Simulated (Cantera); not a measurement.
A closed system holds: 1 mol CH₃SiCl₃, 0.032 mol C₂H₄, 670 mol H₂, equilibrated at 7.50 Torr.

Cantera equilibrium calculation (NASA polynomials, part measured and part estimated; ideal gas, pure solids and liquids). Candidate condensed phases: C, C₆H₆, C₇H₈, C₈H₁₈, Si, SiC; 109 gas species. The feed counts by its element totals alone. Gases not in the tables: Si₂H₆ and higher silanes. The numbers say what is thermodynamically allowed, not how fast it happens.

Question: Which condensed phases are stable at each of these points (T (K)): 1500, 1550, 1600, 1650, 1700, 1750, 1800, 1850, 1900, 1950, 2000, 2050, 2100, 2150?

Answer: 
```json
[
 {"T (K)": "1500", "condensed phases": "C(graphite) + SiC(s)", "Si condensed (%)": "100.0"},
 {"T (K)": "1550", "condensed phases": "C(graphite) + SiC(s)", "Si condensed (%)": "100.0"},
 {"T (K)": "1600", "condensed phases": "C(graphite) + SiC(s)", "Si condensed (%)": "99.9"},
 {"T (K)": "1650", "condensed phases": "SiC(s)", "Si condensed (%)": "99.9"},
 {"T (K)": "1700", "condensed phases": "SiC(s)", "Si condensed (%)": "99.8"},
 {"T (K)": "1750", "condensed phases": "SiC(s)", "Si condensed (%)": "99.5"},
 {"T (K)": "1800", "condensed phases": "SiC(s)", "Si condensed (%)": "98.7"},
 {"T (K)": "1850", "condensed phases": "SiC(s)", "Si condensed (%)": "96.7"},
 {"T (K)": "1900", "condensed phases": "SiC(s)", "Si condensed (%)": "92.4"},
 {"T (K)": "1950", "condensed phases": "SiC(s)", "Si condensed (%)": "83.9"},
 {"T (K)": "2000", "condensed phases": "SiC(s)", "Si condensed (%)": "67.9"},
 {"T (K)": "2050", "condensed phases": "SiC(s)", "Si condensed (%)": "38.8"},
 {"T (K)": "2100", "condensed phases": "gas only", "Si condensed (%)": "0.0"},
 {"T (K)": "2150", "condensed phases": "gas only", "Si condensed (%)": "0.0"}
]
```

From 1500 K to 1600 K the condensed part is C(graphite) + SiC(s). From 1650 K to 2050 K the condensed part is SiC(s). From 2100 K to 2150 K nothing is condensed.
